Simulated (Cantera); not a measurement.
A Cantera script and what it prints.

```python
import numpy as np
import cantera as ct

gas_names = """
    B BH BH2 BH3 BN BO BO2 B2 B2O B2O2 B2O3 B3O3H3 H HBO HBO2 HNO HNO2 HNO3 HO2 H2 H2O H2O2 H3B3O6 N NH
    NH2 NH3 NH2OH NO NO2 NO3 N2 N2H2 N2H4 N2O O OH O2 O3
""".split()
cond_names = """
    B(b) B(L) BN(s) B2O3(L) B3O3H3(cr) H2O(s) H2O(L)
""".split()


# ... load() reads the species with a 1 bar reference pressure and builds the phases ...
atoms = {
    'borazine': {'B': 3, 'N': 3, 'H': 6},
    'H2O': {'H': 2, 'O': 1},
}
top_T = {'BN(s)': 3200}  # K; cautious upper limits of use, not melting points


# ... equilibrate(T, P, feed) seeds the gas with the atoms and calls Mixture.equilibrate('TP', solver="vcs", rtol=1e-11, max_steps=5000) ...
results = []
P = 100000  # Pa
for T in [1848, 1873, 1898, 1923, 1948, 1973, 1998, 2023, 2048]:
    for m in [0.72, 2.8, 5, 7.1, 9.2, 11, 13, 16, 18, 20]:
        feed = {'borazine': 1, 'H2O': m}  # mol
        mix = equilibrate(T, P, feed)
        results.append((T, P, feed, dict(zip(mix.species_names, mix.species_moles))))

for T, P, feed, n in results:
    print(f"{T:7g} {feed['H2O']:10.4g}  " + (" + ".join(c for c in cond_names if n.get(c, 0) > 1e-12) or "gas only"))
```

Result:

```
   1848       0.72  BN(s) + B2O3(L)
   1848        2.8  BN(s) + B2O3(L)
   1848          5  B2O3(L)
   1848        7.1  B2O3(L)
   1848        9.2  B2O3(L)
   1848         11  B2O3(L)
   1848         13  gas only
   1848         16  gas only
   1848         18  gas only
   1848         20  gas only
   1873       0.72  BN(s) + B2O3(L)
   1873        2.8  BN(s) + B2O3(L)
   1873          5  B2O3(L)
   1873        7.1  B2O3(L)
   1873        9.2  B2O3(L)
   1873         11  gas only
   1873         13  gas only
   1873         16  gas only
   1873         18  gas only
   1873         20  gas only
   1898       0.72  BN(s) + B2O3(L)
   1898        2.8  BN(s) + B2O3(L)
   1898          5  B2O3(L)
   1898        7.1  B2O3(L)
   1898        9.2  gas only
   1898         11  gas only
   1898         13  gas only
   1898         16  gas only
   1898         18  gas only
   1898         20  gas only
   1923       0.72  BN(s) + B2O3(L)
   1923        2.8  BN(s) + B2O3(L)
   1923          5  B2O3(L)
   1923        7.1  B2O3(L)
   1923        9.2  gas only
   1923         11  gas only
   1923         13  gas only
   1923         16  gas only
   1923         18  gas only
   1923         20  gas only
   1948       0.72  BN(s) + B2O3(L)
   1948        2.8  BN(s) + B2O3(L)
   1948          5  B2O3(L)
   1948        7.1  B2O3(L)
   1948        9.2  gas only
   1948         11  gas only
   1948         13  gas only
   1948         16  gas only
   1948         18  gas only
   1948         20  gas only
   1973       0.72  BN(s)
   1973        2.8  BN(s) + B2O3(L)
   1973          5  B2O3(L)
   1973        7.1  gas only
   1973        9.2  gas only
   1973         11  gas only
   1973         13  gas only
   1973         16  gas only
   1973         18  gas only
   1973         20  gas only
   1998       0.72  BN(s)
   1998        2.8  BN(s) + B2O3(L)
   1998          5  B2O3(L)
   1998        7.1  gas only
   1998        9.2  gas only
   1998         11  gas only
   1998         13  gas only
   1998         16  gas only
   1998         18  gas only
   1998         20  gas only
   2023       0.72  BN(s)
   2023        2.8  BN(s) + B2O3(L)
   2023          5  B2O3(L)
   2023        7.1  gas only
   2023        9.2  gas only
   2023         11  gas only
   2023         13  gas only
   2023         16  gas only
   2023         18  gas only
   2023         20  gas only
   2048       0.72  BN(s)
   2048        2.8  BN(s)
   2048          5  B2O3(L)
   2048        7.1  gas only
   2048        9.2  gas only
   2048         11  gas only
   2048         13  gas only
   2048         16  gas only
   2048         18  gas only
   2048         20  gas only
```

These are equilibrium values from Cantera (NASA tables, ideal gas, pure condensed phases), not measurements of a reactor. The feed counts by its element totals alone. Mutual solubility and eutectic melting of coexisting phases are not modelled.
